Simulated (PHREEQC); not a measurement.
Solution (25 °C): 0.011 mol/kgw H3PO4, 0.0006 mol/kgw H2SO4 and 0.069 mol/kgw H3AsO4. Closed to the air; pH follows from the charge balance.

The numbers come from PHREEQC with the ion-association model, wateq4f.dat.

| quantity | before | after |
|---|---|---|
| pH | 1.74 | 2.01 |
| ionic strength (mol/kgw) | 0.0210 | 0.0111 |
| H3AsO4 (mol/kgw) | 0.0524 | 0.00878 |
| H2AsO4- (mol/kgw) | 0.0165 | 0.00502 |
| HAsO4-2 (mol/kgw) | 9.51e-8 | 4.90e-8 |

Question: What was changed between the two runs?
(A) diluted 10-fold with water
(B) H3AsO4 from 0.069 to 0.0138 mol/kgw
(C) H3PO4 left out
(D) temperature from 25 to 15 °C
(E) H2SO4 left out

Answer: B, H3AsO4 from 0.069 to 0.0138 mol/kgw

This is a speciation only: nothing precipitates in the calculation. H3PO4, which wateq4f.dat lacks, is added to it with the constant of phreeqc.dat.
